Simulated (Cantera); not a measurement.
Charge: 1 mol CaCO₃, 0.01 mol C, 0.085 mol H₂O, equilibrated at 1.20 Torr.

Equilibrium computed with Cantera from the NASA thermochemical tables; the gas is ideal and each condensed phase is pure. Candidate condensed phases: C, C₆H₆, C₇H₈, C₈H₁₈, Ca, CaCO₃, CaO, Ca(OH)₂, H₂O; 115 gas species. The numbers say what is thermodynamically allowed, not how fast it happens. All values below are at 575 °C.

Base state: CO₂ 0.846, H₂O 0.123, CO 0.0215, H₂ 0.00964 (mole fractions); condensed: CaCO₃(calcite) + CaO(s).

**Question.** What changes in the equilibrium state with this change: pressure from 1.20 Torr to 7.50 Torr?

**Answer.** 
| species | before | after |
|---|---|---|
| H₂O | 0.123 | 0.664 |
| H₂ | 0.00964 | 0.188 |
| CO₂ | 0.846 | 0.135 |
| CO | 0.0215 | 0.0124 |
| CaCO₃(calcite), mol | 0.453 | 0.995 |
| CaO(s), mol | 0.547 | 0.00474 |

**Question.** What changes in the equilibrium state with this change: pressure from 1.20 Torr to 10.0 Torr?

**Answer.** 
```tsv
species	before	after
H₂O	0.123	0.689
H₂	0.00964	0.200
CO₂	0.846	0.102
CO	0.0215	0.00951
CaCO₃(calcite), mol	0.453	0.999
CaO(s), mol	0.547	0.000619
```

**Question.** What changes in the equilibrium state with this change: C from 0.01 to 0.19 mol?

**Answer.** 
| species | before | after |
|---|---|---|
| CO₂ | 0.846 | 0.672 |
| CO | 0.0215 | 0.262 |
| H₂ | 0.00964 | 0.0364 |
| H₂O | 0.123 | 0.0302 |
| CaCO₃(calcite), mol | 0.453 | 0 |
| CaO(s), mol | 0.547 | 1.00 |
